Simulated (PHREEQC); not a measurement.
A solution holds 190 mmol/kgw MgCl2 and 80 mmol/kgw Na2SO4, at 84 °C. Closed to the air; pH follows from the charge balance.

All values are PHREEQC results (ion-association model, wateq4f.dat), not measurements.

Precipitation was switched off in this run.

Task: Order these S species by the share of S that they hold, largest first: MgSO4, SO4-2, NaSO4-.

Result: MgSO4 (76 %), SO4-2 (20 %), NaSO4- (3.6 %)

The ionic strength is 0.560 mol/kgw. Constants without temperature data keep their 25 °C values here.
